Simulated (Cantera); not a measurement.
A closed system holds: 1 mol C2H5OH, 0.6 mol H2, a varied amount of CO2, equilibrated at 1127 °C and 70.0 bar.

Method: chemical equilibrium by Gibbs-energy minimisation in Cantera with the NASA 1993 tables (ideal gas, pure condensed phases). Candidate condensed phases: C, C6H6, C7H8, C8H18, H2O; 110 gas species. The ideal-gas law is rough above about 30 bar. Equilibrium is a limit: real reactors are often held back by kinetics, nucleation or transport.

Question: Which condensed phases are stable at each of these points (n(CO2) (mol)): 0.03, 0.045, 0.068, 0.1, 0.16, 0.24, 0.36, 0.55, 0.83, 1.3, 1.9, 2.9?

Answer: 
```json
[
 {"n(CO2) (mol)": "0.03", "condensed phases": "C(graphite)", "C condensed (%)": "32.5"},
 {"n(CO2) (mol)": "0.045", "condensed phases": "C(graphite)", "C condensed (%)": "31.9"},
 {"n(CO2) (mol)": "0.068", "condensed phases": "C(graphite)", "C condensed (%)": "30.9"},
 {"n(CO2) (mol)": "0.1", "condensed phases": "C(graphite)", "C condensed (%)": "29.6"},
 {"n(CO2) (mol)": "0.16", "condensed phases": "C(graphite)", "C condensed (%)": "27.2"},
 {"n(CO2) (mol)": "0.24", "condensed phases": "C(graphite)", "C condensed (%)": "24.2"},
 {"n(CO2) (mol)": "0.36", "condensed phases": "C(graphite)", "C condensed (%)": "19.9"},
 {"n(CO2) (mol)": "0.55", "condensed phases": "C(graphite)", "C condensed (%)": "13.8"},
 {"n(CO2) (mol)": "0.83", "condensed phases": "C(graphite)", "C condensed (%)": "6.1"},
 {"n(CO2) (mol)": "1.3", "condensed phases": "gas only", "C condensed (%)": "0.0"},
 {"n(CO2) (mol)": "1.9", "condensed phases": "gas only", "C condensed (%)": "0.0"},
 {"n(CO2) (mol)": "2.9", "condensed phases": "gas only", "C condensed (%)": "0.0"}
]
```

From 0.03 mol CO2 to 0.83 mol CO2 the condensed part is C(graphite). From 1.3 mol CO2 to 2.9 mol CO2 nothing is condensed.
